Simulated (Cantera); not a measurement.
Cantera run, input and output.

```python
import numpy as np
import cantera as ct

gas = ct.Solution("h2o2.yaml")
gas.TPX = 1375, 1200, {'H2': 0.024, 'O2': 1, 'N2': 0.42}
inlet = ct.Reservoir(gas, clone=True)

reactor = ct.IdealGasConstPressureReactor(gas, energy="off", clone=False)
exhaust = ct.Reservoir(gas, clone=True)
tau = [13, 4.9, 1.8, 0.68, 0.25, 0.094, 0.035, 0.013, 0.0049, 0.0018, 0.00068][0]
for a, b in ((inlet, reactor), (reactor, exhaust)):
    ct.MassFlowController(a, b, mdot=lambda t: reactor.mass / tau)
net = ct.ReactorNet([reactor])
show = ['H2', 'O2', 'H', 'HO2', 'O']

rows = []
print(f"{'tau/s':>10s}{'T/K':>9s}" + "".join(f"{s:>11s}" for s in show))
for tau in [13, 4.9, 1.8, 0.68, 0.25, 0.094, 0.035, 0.013, 0.0049, 0.0018, 0.00068]:
    net.initial_time = 0.0
    net.advance(30 * tau)
    before = gas.X
    net.advance(40 * tau)
    drift = np.max(np.abs(gas.X - before) / (gas.X + 1e-9))
    rows.append([gas.T, *gas[show].X, drift])
    print(f"{tau:10.3e}{gas.T:9.1f}" + "".join(f"{x:11.3e}" for x in gas[show].X))
```

Result:

```
     tau/s      T/K         H2         O2          H        HO2          O
 1.300e+01   1375.0  1.529e-05  6.889e-01  2.118e-05  1.570e-07  9.743e-04
 4.900e+00   1375.0  2.758e-05  6.881e-01  5.285e-05  2.300e-07  1.794e-03
 1.800e+00   1375.0  4.914e-05  6.868e-01  1.275e-04  3.228e-07  3.228e-03
 6.800e-01   1375.0  8.261e-05  6.848e-01  2.716e-04  4.216e-07  5.343e-03
 2.500e-01   1375.0  1.341e-04  6.824e-01  5.045e-04  5.160e-07  8.039e-03
 9.400e-02   1375.0  2.117e-04  6.802e-01  7.628e-04  5.882e-07  1.044e-02
 3.500e-02   1375.0  3.610e-04  6.788e-01  9.839e-04  6.444e-07  1.188e-02
 1.300e-02   1375.0  7.071e-04  6.785e-01  1.166e-03  7.018e-07  1.217e-02
 4.900e-03   1375.0  1.524e-03  6.790e-01  1.326e-03  7.690e-07  1.138e-02
 1.800e-03   1375.0  3.486e-03  6.809e-01  1.383e-03  8.248e-07  9.348e-03
 6.800e-04   1375.0  7.707e-03  6.847e-01  1.061e-03  7.993e-07  5.815e-03
```

Computed with Cantera and the H2/O2 subset of GRI-Mech 3.0, which has no nitrogen chemistry. Radical loss at walls, strong at low pressure, is not modelled.
